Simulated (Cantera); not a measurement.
Input: 1 mol Al, 0.59 mol N2, 13 mol H2, at 1948.15 K and 44.0 Pa.

Cantera equilibrium calculation (NASA polynomials, part measured and part estimated; ideal gas, pure solids and liquids). Candidate condensed phases: Al, AlN; 13 gas species. Equilibrium is a limit: real reactors are often held back by kinetics, nucleation or transport.

Base state: H2 0.844, Al 0.0665, H 0.0495, N2 0.0394, AlH 0.000402 (mole fractions); condensed: gas only.

Problem. What changes in the equilibrium state with this change: temperature from 1948.15 K to 1350 K?

Solution. 
```csv
species,before,after
H2,0.844,0.993
N2,0.0394,0.00688
H,0.0495,0.000113
Al,0.0665,2.75e-7
AlH,0.000402,1.33e-8
"AlN(s), mol",0,1.000
```
